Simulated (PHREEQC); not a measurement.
PHREEQC input (ion-association model, phreeqc.dat):

```
SOLUTION 0
  temp 15
  units mmol/kgw
  pH 7 charge
  Cl 23.63
  Ba 11
  Mg 0.81
  O(0) 1 O2(g) -0.68
SOLUTION 1-40
  temp 15
  units mmol/kgw
  pH 7 charge
  Cl 24.01
  Ba 4.2
  Cd 4.4
  Sr 3.4
  O(0) 1 O2(g) -0.68
END
EXCHANGE 1-40
  X 0.044
  -equilibrate 1
END
SELECTED_OUTPUT 1
  -reset false
  -pH true
  -pe true
  -ionic_strength true
  -water true
  -step true
  -totals Ba Cd Cl Mg Sr
  -molalities CdX2 BaX2 MgX2 SrX2
  -saturation_indices Cd(OH)2
PRINT
  -reset false
TRANSPORT
  -cells 40
  -shifts 240
  -lengths 0.025
  -time_step 3600
  -dispersivities 0.05
  -boundary_conditions flux flux
  -correct_disp true
  -punch_cells 40
  -punch_frequency 8
END
```

Selected output (columns that matter, 18 of 31 rows; pore volumes added in front):

```
pore volumes	pH	mu	Ba	Cd	Cl	Mg	Sr	m_CdX2	m_BaX2	m_MgX2	m_SrX2	si_Cd(OH)2
0	5.0551	0.03127	0.0042	0.0044	0.02401	0	0.0034	0.0041085	0.0099493	0	0.0079422	-6.5012
0.4125	5.0551	0.031269	0.0041999	0.0043998	0.024009	4.0643e-11	0.0033999	0.0041085	0.0099493	4.5281e-11	0.0079422	-6.5012
0.8125	5.055	0.031142	0.0041859	0.0043659	0.023895	1.9641e-06	0.0033886	0.0040993	0.0099532	2.1964e-06	0.0079453	-6.5035
1.0125	5.0551	0.03108	0.0041958	0.0042839	0.023791	1.5652e-05	0.003395	0.0040304	0.0099851	1.7517e-05	0.007967	-6.5109
1.4125	5.0558	0.031556	0.0044845	0.0036577	0.023669	0.00014232	0.0035449	0.0033413	0.010398	0.0001552	0.0081054	-6.5813
1.8125	5.0575	0.032858	0.0053699	0.00238	0.023637	0.00038855	0.0036751	0.0020191	0.011692	0.00039788	0.0078908	-6.7738
2.2125	5.0591	0.034127	0.0066738	0.0011948	0.023631	0.00060485	0.0033371	0.00094599	0.01371	0.00058435	0.00676	-7.0788
2.4125	5.0597	0.034566	0.007342	0.00079181	0.02363	0.00067619	0.0030002	0.00061243	0.014788	0.00064052	0.005959	-7.2594
2.8125	5.0603	0.035084	0.0085169	0.00032101	0.02363	0.00075776	0.0022144	0.00024152	0.01676	0.00070129	0.0042971	-7.6538
3.2125	5.0606	0.035305	0.0093969	0.00012203	0.02363	0.00079118	0.0014999	9.0712e-05	0.018304	0.00072476	0.0028808	-8.0748
3.6125	5.0607	0.03539	0.010002	4.472e-05	0.02363	0.00080366	0.00095969	3.3077e-05	0.019398	0.00073303	0.0018354	-8.5111
3.8125	5.0607	0.03541	0.010221	2.6826e-05	0.02363	0.00080642	0.00075578	1.9817e-05	0.019802	0.00073475	0.0014439	-8.7331
4.2125	5.0607	0.035429	0.010534	9.5292e-06	0.02363	0.00080895	0.00045774	7.0298e-06	0.020383	0.00073618	0.00087343	-9.1827
4.6125	5.0607	0.035436	0.010726	3.3422e-06	0.02363	0.00080975	0.00027043	2.4641e-06	0.020745	0.00073652	0.00051575	-9.6378
5.0125	5.0607	0.035439	0.010842	1.1617e-06	0.02363	0.00080998	0.00015678	8.5623e-07	0.020964	0.00073654	0.00029893	-10.097
5.2125	5.0607	0.035439	0.010881	6.8308e-07	0.02363	0.00081002	0.0001187	5.0345e-07	0.021037	0.00073652	0.0002263	-10.327
5.6125	5.0607	0.03544	0.010932	2.3525e-07	0.02363	0.00081003	6.7402e-05	1.7337e-07	0.021135	0.00073647	0.00012849	-10.79
6.0125	5.0607	0.03544	0.010962	8.0686e-08	0.02363	0.00081003	3.7885e-05	5.9459e-08	0.021191	0.00073644	7.222e-05	-11.255
```

Complexes and solids missing from the database can't appear.
